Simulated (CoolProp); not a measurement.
A Linde-Hampson liquefier for dry air: isothermal reversible compression at 230 K from 1 atm to 40 MPa, throttling to 1 atm, return gas leaving the recuperator 10 K below the feed. Each further row changes one setting.

Model: reference Helmholtz-energy equation of state, Lemmon 2000, in CoolProp. It is a pseudo-pure fit of the blend.

```tsv
case	liquid yield per pass	compression work (kJ/kg of gas)
as stated	0.187	384
high pressure 80 MPa	0.140	452
warm-end temperature 260 K	0.134	443
warm-end gap 15 K	0.175	384
```
